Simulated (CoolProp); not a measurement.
Vapour-liquid equilibrium of dimethyl ether (1) + methanol (2) at 0.436 MPa; x and y are mole fractions of (1).

Model: multi-fluid Helmholtz-energy mixture model, Wu 2011 and de Reuck 1993; pair parameters Bell 2016, in CoolProp.

```
x     bubble temperature (°C)  y at the bubble point  dew temperature at overall composition x (°C)  liquid density (mol/L)
----  -----------------------  ---------------------  ---------------------------------------------  ----------------------
0.05                     87.9                  0.459                                          105.1                   21.93
0.2                      51.6                  0.874                                           99.5                   21.24
0.35                     36.7                  0.941                                           93.2                   20.00
0.5                      29.4                  0.963                                           85.7                   18.67
0.65                     24.7                  0.974                                           76.0                   17.38
0.8                      20.8                  0.984                                           62.1                   16.16
0.95                     16.5                  0.995                                           33.9                   15.05
```

No azeotrope shows between x = 0.05 and 0.95.

The pair parameters rest on a limited set of measurements; away from them the model extrapolates. With so large a gap from Raoult's law the liquid may split in two, which this calculation doesn't test in full.
